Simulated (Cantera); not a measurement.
What does this Cantera script print?

```python
import numpy as np
import cantera as ct

gas_names = """
    H HO2 H2 H2O H2O2 Mg MgH MgO MgOH MgO2H2 Mg2 O OH O2 O3
""".split()
cond_names = """
    H2O(s) H2O(L) Mg(cr) Mg(L) MgO(s) MgO(L) MgO2H2(s)
""".split()


# ... load() reads the species with a 1 bar reference pressure and builds the phases ...
atoms = {
    'MgO': {'Mg': 1, 'O': 1},
    'H2O': {'H': 2, 'O': 1},
}
top_T = {}  # K; cautious upper limits of use, not melting points


# ... equilibrate(T, P, feed) seeds the gas with the atoms and calls Mixture.equilibrate('TP', solver="vcs", rtol=1e-11, max_steps=5000) ...
results = []
feed = {'MgO': 1, 'H2O': 1.1}  # mol
T = 1673.15  # K
for P in [1000, 3200, 10000, 32000, 100000, 320000, 1000000]:
    mix = equilibrate(T, P, feed)
    results.append((T, P, feed, dict(zip(mix.species_names, mix.species_moles))))

top = {s: max(r[3][s] / sum(r[3][g] for g in gas_names) for r in results) for s in gas_names}
cols = sorted((s for s in top if top[s] > 0.001), key=lambda s: -top[s])[:7]
seen = [c for c in cond_names if any(r[3].get(c, 0) > 1e-12 for r in results)]
print("log10 of partial pressures in bar; condensed amounts in mol")
print(f"{'P/Pa':>10s}" + "".join(f"{s[:9]:>10s}" for s in cols + seen))
for T, P, feed, n in results:
    ng = sum(n[g] for g in gas_names)
    print(f"{P:10.4g}" + "".join(f"{np.log10(max(n[s] / ng * P / 1e5, 1e-99)):10.3f}" for s in cols)
          + "".join(f"{n.get(c, 0):10.4g}" for c in seen))
```

It prints:

```
log10 of partial pressures in bar; condensed amounts in mol
      P/Pa       H2O        H2        O2    MgO(s)
      1000    -2.003    -4.431    -4.785         1
      3200    -1.497    -4.093    -4.448         1
     1e+04    -1.001    -3.763    -4.118         1
   3.2e+04    -0.496    -3.426    -3.781         1
     1e+05    -0.001    -3.095    -3.452         1
   3.2e+05     0.505    -2.758    -3.115         1
     1e+06     1.000    -2.428    -2.785         1
```

Cantera equilibrium calculation (NASA polynomials, part measured and part estimated; ideal gas, pure solids and liquids).
